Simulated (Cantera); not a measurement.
Charge: 1 mol BaF₂, 0.16 mol HF, 2.9 mol N₂, at 1900 K and 0.0950 bar.

Equilibrium computed with Cantera from the NASA thermochemical tables; the gas is ideal and each condensed phase is pure. Candidate condensed phases: Ba, BaF₂; 24 gas species. Equilibrium is a limit: real reactors are often held back by kinetics, nucleation or transport.

Base state: N₂ 0.865, BaF₂ 0.0873, HF 0.0477, F 1.79e-5 (mole fractions); condensed: BaF₂(l).

### Question
What changes in the equilibrium state with this change: temperature from 1900 K to 1225 K?

### Answer
```json
[
 {"species": "N₂", "before": "0.865", "after": "0.948"},
 {"species": "HF", "before": "0.0477", "after": "0.0523"},
 {"species": "BaF₂", "before": "0.0873", "after": "4.57e-7"},
 {"species": "F", "before": "1.79e-5", "after": "3.22e-9"},
 {"species": "BaF₂(l), mol", "before": "0.707", "after": "0"},
 {"species": "BaF₂(s), mol", "before": "0", "after": "1.000"}
]
```

### Question
What changes in the equilibrium state with this change: temperature from 1900 K to 950 K?

### Answer
| species | before | after |
|---|---|---|
| N₂ | 0.865 | 0.948 |
| HF | 0.0477 | 0.0523 |
| BaF₂ | 0.0873 | <1e-9 |
| F | 1.79e-5 | <1e-9 |
| BaF₂(l), mol | 0.707 | 0 |
| BaF₂(s), mol | 0 | 1.00 |
